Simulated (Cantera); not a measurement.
A closed system holds: 1 mol SiHCl3, 18 mol NH3, 71 mol H2, at 1998.15 K and 0.150 bar.

Cantera equilibrium calculation (NASA polynomials, part measured and part estimated; ideal gas, pure solids and liquids). Candidate condensed phases: NH4Cl, Si, Si3N4; 28 gas species. The tables' values for SiCl are old estimates; treat these amounts as uncertain. Gases not in the tables: Si2H6 and higher silanes. Kinetics and transport are ignored.

Base state: H2 0.887, N2 0.0824, HCl 0.0241, H 0.00391, SiCl2 0.00157, Si 0.000284, SiH2 9.32e-5, SiCl 8.45e-5 (mole fractions); condensed: Si(l).

### Question
What changes in the equilibrium state with this change: 0.67 mol H2O added?

### Answer
```json
[
 {"species": "H2", "before": "0.887", "after": "0.883"},
 {"species": "N2", "before": "0.0824", "after": "0.0814"},
 {"species": "HCl", "before": "0.0241", "after": "0.0239"},
 {"species": "SiO", "before": "0", "after": "0.00606"},
 {"species": "SiCl2", "before": "0.00157", "after": "0.00155"},
 {"species": "Cl", "before": "7.91e-5", "after": "7.84e-5"},
 {"species": "Si(l), mol", "before": "0.765", "after": "0.0955"}
]
```
Further candidate phases: H2O, SiO2, Si2N2O.
